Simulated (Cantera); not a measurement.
What does this Cantera script print?

```python
import numpy as np
import cantera as ct

gas = ct.Solution("gri30.yaml")
gas.TPX = 475, 340000, {'CH4': 1, 'C2H6': 0.12, 'O2': 1.42, 'N2': 5.35}
inlet = ct.Reservoir(gas, clone=True)
gas.equilibrate("HP")  # start burning
reactor = ct.IdealGasConstPressureReactor(gas, energy="on", clone=False)
exhaust = ct.Reservoir(gas, clone=True)
tau = [0.29, 0.12, 0.045, 0.018, 0.0069, 0.0027, 0.0011, 0.00041, 0.00016, 6.3e-05, 2.5e-05, 9.6e-06, 3.8e-06][0]
for a, b in ((inlet, reactor), (reactor, exhaust)):
    ct.MassFlowController(a, b, mdot=lambda t: reactor.mass / tau)
net = ct.ReactorNet([reactor])
show = ['CH4', 'C2H6', 'O2', 'CH2CO', 'NO2']

rows = []
print(f"{'tau/s':>10s}{'T/K':>9s}" + "".join(f"{s:>11s}" for s in show))
for tau in [0.29, 0.12, 0.045, 0.018, 0.0069, 0.0027, 0.0011, 0.00041, 0.00016, 6.3e-05, 2.5e-05, 9.6e-06, 3.8e-06]:
    net.initial_time = 0.0
    net.advance(30 * tau)
    before = gas.X
    net.advance(40 * tau)
    drift = np.max(np.abs(gas.X - before) / (gas.X + 1e-9))
    rows.append([gas.T, *gas[show].X, drift])
    print(f"{tau:10.3e}{gas.T:9.1f}" + "".join(f"{x:11.3e}" for x in gas[show].X))
```

It prints:

```
     tau/s      T/K        CH4       C2H6         O2      CH2CO        NO2
 2.900e-01   1907.6  2.556e-03  7.477e-07  7.550e-05  2.913e-06  2.609e-11
 1.200e-01   1915.0  3.769e-03  1.850e-06  1.666e-04  6.543e-06  4.361e-11
 4.500e-02   1923.3  5.332e-03  4.631e-06  3.913e-04  1.472e-05  7.566e-11
 1.800e-02   1928.5  6.933e-03  1.040e-05  8.459e-04  2.960e-05  1.247e-10
 6.900e-03   1927.6  8.731e-03  2.402e-05  1.846e-03  5.927e-05  2.043e-10
 2.700e-03   1913.9  1.076e-02  5.686e-05  3.918e-03  1.152e-04  3.144e-10
 1.100e-03   1874.2  1.370e-02  1.501e-04  8.475e-03  2.266e-04  4.338e-10
 4.100e-04    475.0  1.267e-01  1.521e-02  1.800e-01 -5.706e-17 -2.073e-20
 1.600e-04    475.0  1.267e-01  1.521e-02  1.800e-01 -1.106e-18 -4.020e-22
 6.300e-05    475.0  1.267e-01  1.521e-02  1.800e-01 -6.798e-21 -2.470e-24
 2.500e-05    475.0  1.267e-01  1.521e-02  1.800e-01 -4.294e-22 -1.560e-25
 9.600e-06    475.0  1.267e-01  1.521e-02  1.800e-01 -2.712e-23 -9.856e-27
 3.800e-06    475.0  1.267e-01  1.521e-02  1.800e-01 -1.713e-24 -6.226e-28
```

Model: GRI-Mech 3.0 (53 species, 325 reactions), integrated in Cantera.
